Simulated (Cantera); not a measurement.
A perfectly stirred reactor is fed with C₂H₆ : N₂ = 1 : 44 (molar parts), at 2.70 Torr; it is held at 1975 K, and followed from long to short residence time.

Model: GRI-Mech 3.0 (53 species, 325 reactions), integrated in Cantera. GRI-Mech 3.0 stops at C3 and has no aromatics, soot or wall deposition, so with more carbon than oxygen in the feed, carbon stays in small species such as C2H2 where larger ones or solid carbon would form. Radical loss at walls, strong at low pressure, is not modelled.

### Question
What does this change do: C2H6 1 to 0.44 parts?

### Answer
| quantity | before | after |
|---|---|---|
| x(C₂H₆) at τ = 2.10 s | 2.67e-6 | 1.36e-6 |
| x(CH₃) at τ = 2.10 s | 0.000362 | 0.000219 |
| x(C₂H) at τ = 2.10 s | 1.02e-5 | 5.55e-6 |
| x(C₂H₂) at τ = 2.10 s | 0.0200 | 0.00875 |
| x(H₂) at τ = 2.10 s | 0.0407 | 0.0184 |
| x(C₂H₆) at τ = 63.0 ms | 8.43e-5 | 4.28e-5 |
| x(CH₃) at τ = 63.0 ms | 0.00230 | 0.00141 |
| x(C₂H) at τ = 63.0 ms | 1.35e-5 | 8.45e-6 |
| x(C₂H₂) at τ = 63.0 ms | 0.0181 | 0.00796 |
| x(H₂) at τ = 63.0 ms | 0.0351 | 0.0156 |
